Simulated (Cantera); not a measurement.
A perfectly stirred reactor is fed with CO : O2 : H2O : N2 = 0.02 : 0.071 : 0.003 : 1 (molar parts), at 101000 Pa; it is held at 1450 K, and followed from long to short residence time.

Detailed kinetics in Cantera: GRI-Mech 3.0 (53 species, 325 reactions).

Task: What does this change do: temperature 1450 to 1325 K?

Result: 
| quantity | before | after |
|---|---|---|
| x(CO) at τ = 1.10 s | 0.000126 | 0.000203 |
| x(O2) at τ = 1.10 s | 0.0563 | 0.0563 |
| x(H2O) at τ = 1.10 s | 0.00274 | 0.00275 |
| x(H2) at τ = 1.10 s | 8.92e-7 | 7.17e-7 |
| x(NO) at τ = 1.10 s | 8.80e-6 | 3.77e-6 |
| x(CO) at τ = 18.0 ms | 0.00192 | 0.00299 |
| x(O2) at τ = 18.0 ms | 0.0569 | 0.0575 |
| x(H2O) at τ = 18.0 ms | 0.00265 | 0.00269 |
| x(H2) at τ = 18.0 ms | 1.24e-5 | 1.11e-5 |
| x(NO) at τ = 18.0 ms | 2.96e-6 | 9.09e-7 |

Task: What does this change do: H2O 0.003 to 0.019 parts?

Result: 
```
quantity                 before    after
---------------------  --------  -------
x(CO) at τ = 1.10 s    0.000126  7.10e-5
x(O2) at τ = 1.10 s      0.0563   0.0555
x(H2O) at τ = 1.10 s    0.00274   0.0172
x(H2) at τ = 1.10 s     8.92e-7  2.58e-6
x(NO) at τ = 1.10 s     8.80e-6  2.52e-6
x(CO) at τ = 18.0 ms    0.00192  0.00110
x(O2) at τ = 18.0 ms     0.0569   0.0558
x(H2O) at τ = 18.0 ms   0.00265   0.0170
x(H2) at τ = 18.0 ms    1.24e-5  3.77e-5
x(NO) at τ = 18.0 ms    2.96e-6  1.15e-6
```
